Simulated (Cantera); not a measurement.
A Cantera script and what it prints.

```python
import numpy as np
import cantera as ct

gas_names = """
    C CN C2 CCN CNC C2N2 C3 C4 C4N2 C5 N N2 Si SiC SiC2 SiN Si2 Si2C Si2N Si3
""".split()
cond_names = """
    C(gr) Si(cr) Si(L) SiC(b) Si3N4(a)
""".split()


# ... load() reads the species with a 1 bar reference pressure and builds the phases ...
atoms = {
    'SiC': {'Si': 1, 'C': 1},
    'Si': {'Si': 1},
    'N2': {'N': 2},
}
top_T = {'C(gr)': 4500, 'SiC(b)': 3050, 'Si3N4(a)': 2400}  # K; cautious upper limits of use, not melting points


# ... equilibrate(T, P, feed) seeds the gas with the atoms and calls Mixture.equilibrate('TP', solver="gibbs", rtol=1e-10, max_steps=50000) ...
results = []
T = 2773.15  # K
P = 3500  # Pa
for m in [0.0028, 0.004, 0.0059, 0.0086, 0.013, 0.018, 0.027, 0.039, 0.057, 0.084, 0.12, 0.18, 0.26]:
    feed = {'SiC': 1, 'Si': m, 'N2': 0.11}  # mol
    mix = equilibrate(T, P, feed)
    results.append((T, P, feed, dict(zip(mix.species_names, mix.species_moles))))
    x = sorted(zip(gas.X, gas.species_names), reverse=True)
    print(f"T = {T:g} K  P = {P:g} Pa  n(Si) = {m:g} mol  gas = {mix.phase_moles(0):.4g} mol")
    print("   x: " + "  ".join(f"{s} {v:.3e}" for v, s in x if v > 0.0001))
    print("   condensed (mol): " + ("  ".join(f"{mix.phase(i).name} {mix.phase_moles(i):.4g}"
          for i in range(1, mix.n_phases) if mix.phase_moles(i) > 1e-12) or "none"))
```

Result:

```
T = 2773.15 K  P = 3500 Pa  n(Si) = 0.0028 mol  gas = 0.3266 mol
   x: Si 3.643e-01  N2 3.336e-01  SiC2 1.907e-01  Si2C 9.745e-02  Si2 5.947e-03  SiN 2.739e-03  CN 2.454e-03  Si2N 8.748e-04  C3 6.462e-04  SiC 5.796e-04  Si3 3.985e-04  C 1.400e-04  C2N2 1.134e-04
   condensed (mol): C(gr) 0.08987  SiC(b) 0.7519
T = 2773.15 K  P = 3500 Pa  n(Si) = 0.004 mol  gas = 0.3266 mol
   x: Si 3.643e-01  N2 3.336e-01  SiC2 1.907e-01  Si2C 9.745e-02  Si2 5.947e-03  SiN 2.739e-03  CN 2.454e-03  Si2N 8.748e-04  C3 6.462e-04  SiC 5.796e-04  Si3 3.985e-04  C 1.400e-04  C2N2 1.134e-04
   condensed (mol): C(gr) 0.08867  SiC(b) 0.7531
T = 2773.15 K  P = 3500 Pa  n(Si) = 0.0059 mol  gas = 0.3266 mol
   x: Si 3.643e-01  N2 3.336e-01  SiC2 1.907e-01  Si2C 9.745e-02  Si2 5.947e-03  SiN 2.739e-03  CN 2.454e-03  Si2N 8.748e-04  C3 6.462e-04  SiC 5.796e-04  Si3 3.985e-04  C 1.400e-04  C2N2 1.134e-04
   condensed (mol): C(gr) 0.08677  SiC(b) 0.755
T = 2773.15 K  P = 3500 Pa  n(Si) = 0.0086 mol  gas = 0.3266 mol
   x: Si 3.643e-01  N2 3.336e-01  SiC2 1.907e-01  Si2C 9.745e-02  Si2 5.947e-03  SiN 2.739e-03  CN 2.454e-03  Si2N 8.748e-04  C3 6.462e-04  SiC 5.796e-04  Si3 3.985e-04  C 1.400e-04  C2N2 1.134e-04
   condensed (mol): C(gr) 0.08407  SiC(b) 0.7577
T = 2773.15 K  P = 3500 Pa  n(Si) = 0.013 mol  gas = 0.3266 mol
   x: Si 3.643e-01  N2 3.336e-01  SiC2 1.907e-01  Si2C 9.745e-02  Si2 5.947e-03  SiN 2.739e-03  CN 2.454e-03  Si2N 8.748e-04  C3 6.462e-04  SiC 5.796e-04  Si3 3.985e-04  C 1.400e-04  C2N2 1.134e-04
   condensed (mol): C(gr) 0.07967  SiC(b) 0.7621
T = 2773.15 K  P = 3500 Pa  n(Si) = 0.018 mol  gas = 0.3266 mol
   x: Si 3.643e-01  N2 3.336e-01  SiC2 1.907e-01  Si2C 9.745e-02  Si2 5.947e-03  SiN 2.739e-03  CN 2.454e-03  Si2N 8.748e-04  C3 6.462e-04  SiC 5.796e-04  Si3 3.985e-04  C 1.400e-04  C2N2 1.134e-04
   condensed (mol): C(gr) 0.07467  SiC(b) 0.7671
T = 2773.15 K  P = 3500 Pa  n(Si) = 0.027 mol  gas = 0.3266 mol
   x: Si 3.643e-01  N2 3.336e-01  SiC2 1.907e-01  Si2C 9.745e-02  Si2 5.947e-03  SiN 2.739e-03  CN 2.454e-03  Si2N 8.748e-04  C3 6.462e-04  SiC 5.796e-04  Si3 3.985e-04  C 1.400e-04  C2N2 1.134e-04
   condensed (mol): C(gr) 0.06567  SiC(b) 0.7761
T = 2773.15 K  P = 3500 Pa  n(Si) = 0.039 mol  gas = 0.3266 mol
   x: Si 3.643e-01  N2 3.336e-01  SiC2 1.907e-01  Si2C 9.745e-02  Si2 5.947e-03  SiN 2.739e-03  CN 2.454e-03  Si2N 8.748e-04  C3 6.462e-04  SiC 5.796e-04  Si3 3.985e-04  C 1.400e-04  C2N2 1.134e-04
   condensed (mol): C(gr) 0.05367  SiC(b) 0.7881
T = 2773.15 K  P = 3500 Pa  n(Si) = 0.057 mol  gas = 0.3266 mol
   x: Si 3.643e-01  N2 3.336e-01  SiC2 1.907e-01  Si2C 9.745e-02  Si2 5.947e-03  SiN 2.739e-03  CN 2.454e-03  Si2N 8.748e-04  C3 6.462e-04  SiC 5.796e-04  Si3 3.985e-04  C 1.400e-04  C2N2 1.134e-04
   condensed (mol): C(gr) 0.03567  SiC(b) 0.8061
T = 2773.15 K  P = 3500 Pa  n(Si) = 0.084 mol  gas = 0.3266 mol
   x: Si 3.643e-01  N2 3.336e-01  SiC2 1.907e-01  Si2C 9.745e-02  Si2 5.947e-03  SiN 2.739e-03  CN 2.454e-03  Si2N 8.748e-04  C3 6.462e-04  SiC 5.796e-04  Si3 3.985e-04  C 1.400e-04  C2N2 1.134e-04
   condensed (mol): C(gr) 0.008668  SiC(b) 0.8331
T = 2773.15 K  P = 3500 Pa  n(Si) = 0.12 mol  gas = 0.3526 mol
   x: Si 3.946e-01  N2 3.089e-01  SiC2 1.760e-01  Si2C 1.056e-01  Si2 6.979e-03  SiN 2.855e-03  CN 2.180e-03  Si2N 9.879e-04  SiC 5.796e-04  C3 5.083e-04  Si3 5.067e-04  C 1.292e-04
   condensed (mol): SiC(b) 0.837
T = 2773.15 K  P = 3500 Pa  n(Si) = 0.18 mol  gas = 0.4158 mol
   x: Si 4.467e-01  N2 2.616e-01  SiC2 1.555e-01  Si2C 1.195e-01  Si2 8.942e-03  SiN 2.974e-03  CN 1.772e-03  Si2N 1.165e-03  Si3 7.348e-04  SiC 5.796e-04  C3 3.505e-04  C 1.141e-04
   condensed (mol): SiC(b) 0.8195
T = 2773.15 K  P = 3500 Pa  n(Si) = 0.26 mol  gas = 0.5061 mol
   x: Si 4.941e-01  N2 2.144e-01  SiC2 1.406e-01  Si2C 1.322e-01  Si2 1.094e-02  SiN 2.978e-03  CN 1.451e-03  Si2N 1.290e-03  Si3 9.946e-04  SiC 5.796e-04  C3 2.589e-04  C 1.032e-04
   condensed (mol): SiC(b) 0.7892
```

Equilibrium computed with Cantera from the NASA thermochemical tables; the gas is ideal and each condensed phase is pure. The tables' values for SiN are old estimates; treat these amounts as uncertain.
